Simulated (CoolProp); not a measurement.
Ammonia along the isobar 51.8 MPa: density (kg/m³) from the reference equation and from simpler models built on Tc = 405.6 K, pc = 11.36 MPa, ω = 0.256; each cubic takes its own stable root.

The numbers come from the reference Helmholtz-energy equation of state, Gao 2020 in CoolProp.

```
T (K)          phase  reference  Soave-Redlich-Kwong  Peng-Robinson
-----  -------------  ---------  -------------------  -------------
238.2         liquid          …                    …          626.8
265.2         liquid          …                538.6              …
292.2         liquid      647.4                516.7          580.7
319.2         liquid      616.2                492.5          553.4
346.1         liquid      583.5                466.0          523.0
373.1         liquid      548.7                436.8          489.0
400.1         liquid      511.6                405.2          451.7
427.1  supercritical      471.9                371.4          411.5
454.1  supercritical      429.6                336.5          369.9
481.1  supercritical      385.3                302.1          329.3
508    supercritical          …                270.3          292.4
535    supercritical      301.3                242.5          260.6
562    supercritical      266.8                    …              …
```

Task: Some entries are withheld; supply them.

Result: 
- 238.2, reference: 706.3
- 238.2, Soave-Redlich-Kwong: 558.3
- 265.2, reference: 677.4
- 265.2, Peng-Robinson: 605.1
- 508, reference: 341.6
- 562, Soave-Redlich-Kwong: 219.2
- 562, Peng-Robinson: 234.3
